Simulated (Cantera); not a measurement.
A closed system holds: 1 mol H2O, 0.018 mol O2, at 927 °C and 180 bar.

These are equilibrium values from Cantera (NASA tables, ideal gas, pure condensed phases), not measurements of a reactor. Candidate condensed phases: H2O; 9 gas species. The ideal-gas law is rough above about 30 bar. Equilibrium is a limit: real reactors are often held back by kinetics, nucleation or transport.

Base state: H2O 0.982, O2 0.0177 (mole fractions); condensed: gas only.

### Question
What changes in the equilibrium state with this change: temperature from 927 °C to 2827 °C?

### Answer
```csv
species,before,after
H2O,0.982,0.913
OH,1.38e-6,0.0310
H2,7.00e-9,0.0278
O2,0.0177,0.0231
H,<1e-9,0.00264
O,<1e-9,0.00179
HO2,2.41e-8,0.000107
H2O2,4.41e-8,3.81e-5
```
